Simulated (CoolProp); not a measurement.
Aqueous potassium formate as a coolant, 45 % by mass, freezing at -43.9 °C, 1 atm.

Computed with CoolProp (Melinder's fits for secondary coolants).

| T (°C) | viscosity (mPa s) | density (kg/m³) | Prandtl number | conductivity (W/(m K)) |
|---|---|---|---|---|
| -32.9 | 14.4 | 1321 | 87.0 | 0.443 |
| -21.5 | 8.14 | 1317 | 48.0 | ? |
| -10.2 | ? | 1313 | 30.0 | 0.469 |
| 1.2 | 3.62 | ? | ? | 0.482 |
| 12.6 | 2.72 | 1304 | ? | 0.495 |
| 24 | 2.14 | 1299 | 11.7 | 0.508 |
| 35.4 | 1.72 | 1294 | 9.25 | 0.520 |

### Question
What belongs in the gaps?

### Answer

- -21.5, conductivity (W/(m K)): 0.456
- -10.2, viscosity (mPa s): 5.19
- 1.2, density (kg/m³): 1309
- 1.2, Prandtl number: 20.5
- 12.6, Prandtl number: 15.1
